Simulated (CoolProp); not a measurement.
Model: reference Helmholtz-energy equation of state, de Reuck 1993, in CoolProp.

Question: For methanol, give the phase and the density (kg/m³), cp (kJ/(kg K)), expansivity (1/kK), viscosity (µPa s) at 421.2 K and 117 bar; 480.6 K and 117 bar.

Answer: 
- 421.2 K and 117 bar: liquid; density 673, cp 3.63, expansivity 1.92, viscosity 157
- 480.6 K and 117 bar: liquid; density 575, cp 4.73, expansivity 3.83, viscosity 91.3

Viscosity comes from a separate model (Xiang 2006).
